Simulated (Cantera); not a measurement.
Premixed flame

A freely propagating, adiabatic, planar premixed flame of 11.2 % CH3OH, 18.0 % O2, 67.6 % N2, 3.24 % H2O, unburnt at 348 K and 5.00 bar; mixture-averaged transport, grid criteria slope 0.08 and curve 0.16, no radiation.

Cantera simulation using GRI-Mech 3.0 (53 species, 325 reactions); the numbers are that mechanism's predictions, not measurements. GRI-Mech 3.0 was tuned for natural gas; its chemistry of methanol as a main component is partial and can be far from experiment. Burning velocities carry a grid error of a few per cent, more on coarse grids.

| z (mm) | T (K) | u (m/s) | x CH3OH | x O2 | x HO2 | x CH2O | x CH3 | x NO |
|---|---|---|---|---|---|---|---|---|
| -0.369 | 348 | 0.261 | 0.112 | 0.180 | 3.05e-8 | 1.84e-7 | <1e-8 | <1e-8 |
| -0.246 | 350 | 0.263 | 0.111 | 0.179 | 3.51e-7 | 3.17e-6 | <1e-8 | <1e-8 |
| -0.184 | 361 | 0.271 | 0.111 | 0.178 | 1.95e-6 | 2.36e-5 | <1e-8 | <1e-8 |
| -0.123 | 440 | 0.334 | 0.107 | 0.171 | 1.96e-5 | 0.000294 | <1e-8 | <1e-8 |
| -0.0615 | 839 | 0.655 | 0.0782 | 0.136 | 0.000225 | 0.00264 | <1e-8 | 2.33e-7 |
| -0.0307 | 1221 | 0.974 | 0.0430 | 0.0999 | 0.000796 | 0.00566 | 5.16e-7 | 1.09e-6 |
| 0 | 1647 | 1.34 | 0.00386 | 0.0579 | 0.000916 | 0.00329 | 2.67e-5 | 3.45e-6 |
| 0.0307 | 1839 | 1.49 | 3.66e-6 | 0.0353 | 5.05e-5 | 1.24e-5 | 1.82e-6 | 5.61e-6 |
| 0.0615 | 1937 | 1.56 | <1e-8 | 0.0266 | 2.72e-5 | 4.27e-8 | 5.89e-8 | 7.54e-6 |
| 0.123 | 2036 | 1.63 | <1e-8 | 0.0203 | 1.29e-5 | <1e-8 | <1e-8 | 1.04e-5 |
| 0.246 | 2109 | 1.68 | <1e-8 | 0.0163 | 5.65e-6 | <1e-8 | <1e-8 | 1.39e-5 |
| 0.492 | 2153 | 1.71 | <1e-8 | 0.0140 | 2.67e-6 | <1e-8 | <1e-8 | 1.80e-5 |
| 0.983 | 2171 | 1.72 | <1e-8 | 0.0130 | 1.76e-6 | <1e-8 | <1e-8 | 2.31e-5 |
x: mole fraction of selected species; z is measured from the peak of heat release.

```
Quantity                      Value
------------------------  ---------
laminar burning velocity  26.0 cm/s
thermal thickness          0.123 mm
peak x(HO2)                 0.00145
peak x(CH2O)                0.00661
peak x(CH3)                 2.76e-5
grid points                     123
```
